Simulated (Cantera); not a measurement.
A perfectly stirred reactor is fed with CH3OH : O2 : N2 = 1 : 1.36 : 5.13 (molar parts), equivalence ratio 1.1, at 1.01 bar; it is adiabatic with a 573 K inlet, and is followed from long to short residence time, starting on the burning branch (τ in s: 0.051, 0.021, 0.0087, 0.0036, 0.0015, 0.00061, 0.00025, 0.0001, 4.2e-05, 1.7e-05).

Computed with Cantera and GRI-Mech 3.0 (53 species, 325 reactions). GRI-Mech 3.0 was tuned for natural gas; its chemistry of methanol as a main component is partial and can be far from experiment.

x: mole fraction; the columns are a selection and need not sum to one.

```tsv
τ (s)	T (K)	x CH3OH	x O2	x CH4	x C2H2	x H2O2
0.051	2326	1.13e-6	0.00372	1.53e-7	4.21e-11	7.62e-8
0.021	2302	2.32e-6	0.00492	2.15e-7	8.19e-11	9.25e-8
0.0087	2264	4.49e-6	0.00672	2.93e-7	1.52e-10	1.17e-7
0.0036	2211	…	…	…	3.55e-10	…
0.0015	2147	…	…	…	…	…
0.00061	2078	3.35e-5	0.0147	2.04e-6	4.92e-9	2.71e-7
0.00025	2011	7.39e-5	0.0179	5.42e-6	2.45e-8	3.63e-7
0.00010	1943	0.000190	0.0227	1.68e-5	1.45e-7	5.11e-7
4.2e-5	1834	0.000722	0.0352	7.71e-5	1.15e-6	1.13e-6
1.7e-5	573	0.134	0.182	<1e-12	<1e-12	<1e-12
```

Task: Fill in the missing entries.

Result: 
- 0.0036, x CH3OH: 8.53e-6
- 0.0036, x O2: 0.00908
- 0.0036, x CH4: 4.56e-7
- 0.0036, x H2O2: 1.52e-7
- 0.0015, x CH3OH: 1.63e-5
- 0.0015, x O2: 0.0118
- 0.0015, x CH4: 8.72e-7
- 0.0015, x C2H2: 1.14e-9
- 0.0015, x H2O2: 2.01e-7
